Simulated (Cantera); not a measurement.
# Silicon nitride deposition: Si2Cl6 + N2 + H2 + NH3

A closed system holds: 1 mol Si2Cl6, 0.21 mol N2, 0.14 mol H2, 7.2 mol NH3, held at 0.100 bar.

Cantera equilibrium calculation (NASA polynomials, part measured and part estimated; ideal gas, pure solids and liquids). Candidate condensed phases: NH4Cl, Si, Si3N4; 28 gas species. The feed counts by its element totals alone. The tables' values for SiCl3, SiCl, SiN are old estimates; treat these amounts as uncertain. Gases not in the tables: Si2H6 and higher silanes. Equilibrium is a limit: real reactors are often held back by kinetics, nucleation or transport.

```tsv
T (K)	x H2	x HCl	x N2	x SiCl2	x SiCl4	n Si3N4(s)	n Si(l)
1250	0.506	0.325	0.159	0.000210	0.00951	0.608	0
1350	0.504	0.326	0.159	0.00137	0.00773	0.605	0
1450	0.506	0.317	0.161	0.00640	0.00563	0.579	0
1550	0.512	0.290	0.168	0.0206	0.00315	0.504	0
1650	0.524	0.243	0.181	0.0452	0.00120	0.374	0
1750	0.539	0.188	0.195	0.0731	0.000340	0.221	0
1850	0.552	0.139	0.207	0.0970	8.32e-5	0.0812	0
1950	0.543	0.142	0.214	0.0946	3.32e-5	0	0.272
2050	0.537	0.148	0.214	0.0917	1.49e-5	0	0.306
```
x: gas mole fraction; n: condensed amount in mol.

From 1250 K to 1850 K the condensed part is Si3N4(s). From 1950 K to 2050 K the condensed part is Si(l). The main Si-bearing gas is SiCl4 at 1250 K and SiCl2 at 2050 K. The share of Si in condensed phases is highest at 1250 K (91.2 %) and lowest at 1850 K (12.2 %).
